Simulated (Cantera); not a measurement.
What does this Cantera script print?

```python
import numpy as np
import cantera as ct

gas = ct.Solution("gri30.yaml")
gas.TPX = 1223, 35000, {'N2O': 1, 'H2': 0.0035, 'N2': 0.85}
reactor = ct.IdealGasConstPressureReactor(gas, energy="off", clone=False)
net = ct.ReactorNet([reactor])
net.rtol, net.atol = 1e-08, 1e-18
show = ['N2O', 'H2', 'H', 'N2', 'NO']
times = np.geomspace(5e-05, 40, 15)

steps = ct.SolutionArray(gas, extra=["t"])
rows = []
print(f"{'t/s':>10s}{'T/K':>9s}{'P/Pa':>11s}" + "".join(f"{s:>11s}" for s in show))
for t in times:
    while net.time < t:
        t_next = net.step()
        steps.append(gas.state, t=t_next)
    rows.append([np.interp(t, steps.t, y) for y in (steps.T, steps.P, *steps(*show).X.T)])
    print(f"{t:10.3e}{rows[-1][0]:9.1f}{rows[-1][1]:11.4g}" + "".join(f"{x:11.3e}" for x in rows[-1][2:]))
rate = np.gradient(steps.T, steps.t)
print("integrator steps:", len(steps.t))
if steps.T.max() > steps.T[0] + 200:
    print(f"time of steepest temperature rise: {steps.t[rate.argmax()]:.4e} s")
gas.TPX = 1223, 35000, {'N2O': 1, 'H2': 0.0035, 'N2': 0.85}
gas.equilibrate("TP")
print(f"equilibrium (TP): T = {gas.T:.1f} K  " + "  ".join(f"{s} {gas[s].X[0]:.3e}" for s in show))
```

Result:

```
       t/s      T/K       P/Pa        N2O         H2          H         N2         NO
 5.000e-05   1223.0    3.5e+04  5.395e-01  1.888e-03  4.660e-08  4.586e-01  5.067e-07
 1.320e-04   1223.0    3.5e+04  5.395e-01  1.886e-03  1.171e-07  4.586e-01  1.960e-06
 3.486e-04   1223.0    3.5e+04  5.394e-01  1.872e-03  2.742e-07  4.586e-01  6.145e-06
 9.203e-04   1223.0    3.5e+04  5.392e-01  1.798e-03  5.277e-07  4.588e-01  1.783e-05
 2.430e-03   1223.0    3.5e+04  5.386e-01  1.517e-03  6.158e-07  4.593e-01  4.758e-05
 6.415e-03   1223.0    3.5e+04  5.371e-01  9.336e-04  3.557e-07  4.604e-01  1.189e-04
 1.694e-02   1223.0    3.5e+04  5.342e-01  3.250e-04  9.257e-08  4.623e-01  2.990e-04
 4.472e-02   1223.0    3.5e+04  5.277e-01  4.824e-05  1.032e-08  4.661e-01  7.906e-04
 1.181e-01   1223.0    3.5e+04  5.120e-01  1.130e-06  1.751e-09  4.750e-01  2.126e-03
 3.118e-01   1223.0    3.5e+04  4.733e-01  5.380e-09  1.679e-09  4.968e-01  5.416e-03
 8.231e-01   1223.0    3.5e+04  3.875e-01  4.923e-09  1.733e-09  5.452e-01  1.261e-02
 2.173e+00   1223.0    3.5e+04  2.386e-01  4.608e-09  1.657e-09  6.295e-01  2.466e-02
 5.738e+00   1223.0    3.5e+04  8.152e-02  3.413e-09  1.061e-09  7.193e-01  3.579e-02
 1.515e+01   1223.0    3.5e+04  1.027e-02  9.269e-10  1.456e-10  7.611e-01  3.868e-02
 4.000e+01   1223.0    3.5e+04  1.451e-04  1.292e-10  6.496e-12  7.673e-01  3.850e-02
integrator steps: 2109
equilibrium (TP): T = 1223.0 K  N2O 9.572e-09  H2 1.118e-10  H 5.409e-12  N2 7.865e-01  NO 2.344e-04
```

Detailed kinetics in Cantera: GRI-Mech 3.0 (53 species, 325 reactions). GRI-Mech 3.0 was tuned for natural gas; its chemistry of N2O as a main component is partial and can be far from experiment. The mechanism lacks the step 2 NO + O2 → 2 NO2, which can matter for NO2 below about 1400 K. The temperature is held fixed by assumption; the heat of reaction is taken as removed at once.
